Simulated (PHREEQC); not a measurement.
Solution (56 °C): 0.026 mol/kgw NaHCO3, 0.27 mol/kgw NaF and 0.057 mol/kgw KCl. Closed to the air; pH follows from the charge balance.

Equilibrium calculation in PHREEQC: ion-association model, phreeqc.dat.

```
quantity                    before     after
------------------------  --------  --------
pH                            7.51      7.82
ionic strength (mol/kgw)     0.334   0.00353
Na+ (mol/kgw)                0.277   0.00296
HCO3- (mol/kgw)             0.0228  0.000251
NaHCO3 (mol/kgw)           0.00140   3.11e-7
CO2 (mol/kgw)             0.000894   6.95e-6
SI of Halite (NaCl)          -3.72     -7.43
SI of Sylvite (KCl)          -3.89     -7.59
```

Name the change that produced these shifts.
A) NaF from 0.27 to 0.135 mol/kgw
B) diluted 100-fold with water
C) NaHCO3 from 0.026 to 0.0052 mol/kgw
D) 0.022 mol/kgw Na2SO4 added
E) NaF from 0.27 to 0.243 mol/kgw

B, diluted 100-fold with water

This is a speciation only: nothing precipitates in the calculation. At this temperature some constants are extrapolated from 25 °C, and those without enthalpy data are left unchanged.
